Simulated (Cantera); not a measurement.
Charge: 1 mol LiOH, 0.88 mol H2, 0.018 mol H2O, at 2048 K and 0.338 Torr.

Equilibrium computed with Cantera from the NASA thermochemical tables; the gas is ideal and each condensed phase is pure. Candidate condensed phases: H2O, Li, LiH, LiOH, Li2O; 17 gas species. Rates play no part.

Base state: Li 0.284, H2O 0.283, H2 0.223, LiOH 0.151, H 0.0498, OH 0.00689, O 0.00111, O2 0.000605 (mole fractions); condensed: gas only.

Q: What changes in the equilibrium state with this change: pressure from 0.338 Torr to 0.120 Torr?

A: 
| species | before | after |
|---|---|---|
| Li | 0.284 | 0.308 |
| H2O | 0.283 | 0.294 |
| H2 | 0.223 | 0.191 |
| LiOH | 0.151 | 0.110 |
| H | 0.0498 | 0.0774 |
| OH | 0.00689 | 0.0130 |
| O2 | 0.000605 | 0.00250 |
| O | 0.00111 | 0.00379 |
